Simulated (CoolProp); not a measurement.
A simple Rankine cycle with R1224YDZ: condensing at 316.15 K, boiler at 1.42 MPa, turbine inlet 388 K, turbine efficiency 0.85, pump efficiency 0.8, no recuperator. Each further row changes one setting.

The numbers come from the reference Helmholtz-energy equation of state, Akasaka 2023 in CoolProp.

```json
[
 {"case": "as stated", "thermal efficiency (%)": "11.6", "net work (kJ/kg)": "[?]", "heat in (kJ/kg)": "200", "turbine exit temperature (K)": "[?]", "volume ratio over the turbine": "5.94"},
 {"case": "turbine inlet 408 K", "thermal efficiency (%)": "11.5", "net work (kJ/kg)": "25.7", "heat in (kJ/kg)": "223", "turbine exit temperature (K)": "363.4", "volume ratio over the turbine": "5.65"},
 {"case": "condensing temperature 308.15 K", "thermal efficiency (%)": "[?]", "net work (kJ/kg)": "27.0", "heat in (kJ/kg)": "209", "turbine exit temperature (K)": "335.1", "volume ratio over the turbine": "7.63"},
 {"case": "boiler pressure 0.994 MPa", "thermal efficiency (%)": "9.5", "net work (kJ/kg)": "19.9", "heat in (kJ/kg)": "209", "turbine exit temperature (K)": "[?]", "volume ratio over the turbine": "3.85"},
 {"case": "turbine efficiency 0.75", "thermal efficiency (%)": "10.2", "net work (kJ/kg)": "[?]", "heat in (kJ/kg)": "200", "turbine exit temperature (K)": "344.0", "volume ratio over the turbine": "[?]"}
]
```

Q: Some entries are withheld; supply them.

A: 
- as stated, net work (kJ/kg): 23.2
- as stated, turbine exit temperature (K): 340.7
- condensing temperature 308.15 K, thermal efficiency (%): 12.9
- boiler pressure 0.994 MPa, turbine exit temperature (K): 354.2
- turbine efficiency 0.75, net work (kJ/kg): 20.4
- turbine efficiency 0.75, volume ratio over the turbine: 6.01
